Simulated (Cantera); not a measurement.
Thermodynamics of aluminium nitride and oxide growth, feed AlBr₃ + O₂ + H₂ + N₂

Input: 1 mol AlBr₃, 2.5 mol O₂, 2.4 mol H₂, 21 mol N₂, held at 0.0130 bar.

These are equilibrium values from Cantera (NASA tables, ideal gas, pure condensed phases), not measurements of a reactor. Candidate condensed phases: Al, AlBr₃, AlN, Al₂O₃, Br₂, H₂O; 41 gas species. Rates play no part.

From 1850 K to 2100 K the condensed part is Al₂O₃(s). The main Al-bearing gas is AlO₂H throughout.

| T (K) | x N₂ | x Br | x H₂O | x O₂ | x HBr | x OH | x NO | x H₂ | n Al₂O₃(s) |
|---|---|---|---|---|---|---|---|---|---|
| 1850 | 0.780 | 0.0991 | 0.0819 | 0.0225 | 0.0123 | 0.00142 | 0.00160 | 0.000406 | 0.500 |
| 1875 | 0.780 | 0.0994 | 0.0818 | 0.0223 | 0.0121 | 0.00163 | 0.00172 | 0.000506 | 0.500 |
| 1900 | 0.780 | 0.0996 | 0.0817 | 0.0222 | 0.0118 | 0.00187 | 0.00185 | 0.000627 | 0.500 |
| 1925 | 0.779 | 0.0999 | 0.0815 | 0.0220 | 0.0116 | 0.00213 | 0.00199 | 0.000771 | 0.500 |
| 1950 | 0.779 | 0.100 | 0.0812 | 0.0218 | 0.0113 | 0.00241 | 0.00213 | 0.000944 | 0.500 |
| 1975 | 0.779 | 0.100 | 0.0809 | 0.0217 | 0.0111 | 0.00273 | 0.00228 | 0.00115 | 0.500 |
| 2000 | 0.778 | 0.100 | 0.0805 | 0.0215 | 0.0108 | 0.00308 | 0.00244 | 0.00139 | 0.500 |
| 2025 | 0.778 | 0.101 | 0.0800 | 0.0214 | 0.0106 | 0.00346 | 0.00260 | 0.00167 | 0.500 |
| 2050 | 0.777 | 0.101 | 0.0794 | 0.0212 | 0.0104 | 0.00387 | 0.00277 | 0.00199 | 0.500 |
| 2075 | 0.777 | 0.101 | 0.0788 | 0.0211 | 0.0101 | 0.00431 | 0.00294 | 0.00237 | 0.500 |
| 2100 | 0.776 | 0.101 | 0.0780 | 0.0210 | 0.00990 | 0.00480 | 0.00312 | 0.00280 | 0.500 |
x: gas mole fraction; n: condensed amount in mol.
